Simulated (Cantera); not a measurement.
**NH₃ + SO₂ + H₂ (abatement and gas-phase synthesis)**

A closed system holds: 1 mol NH₃, 0.14 mol SO₂, 1.6 mol H₂, held at 0.100 bar.

Cantera equilibrium calculation (NASA polynomials, part measured and part estimated; ideal gas, pure solids and liquids). Candidate condensed phases: H₂O, H₂SO₄, S; 35 gas species. The numbers say what is thermodynamically allowed, not how fast it happens.

```csv
T (K),x H,x H₂,x N₂,x H₂O,x O,x S,x OH
2698,0.142,0.636,0.125,0.0598,0.000487,0.0145,0.00341
2798,0.197,0.589,0.121,0.0547,0.00108,0.0164,0.00514
2898,0.263,0.531,0.116,0.0483,0.00225,0.0177,0.00732
2998,0.339,0.466,0.110,0.0406,0.00436,0.0186,0.00978
3098,0.420,0.395,0.104,0.0317,0.00776,0.0191,0.0120
3198,0.503,0.323,0.0972,0.0225,0.0125,0.0193,0.0134
3298,0.581,0.255,0.0911,0.0144,0.0181,0.0195,0.0134
3398,0.650,0.195,0.0857,0.00830,0.0235,0.0197,0.0120
```
x: gas mole fraction; nothing condenses.

From 2698 K to 3398 K nothing is condensed.
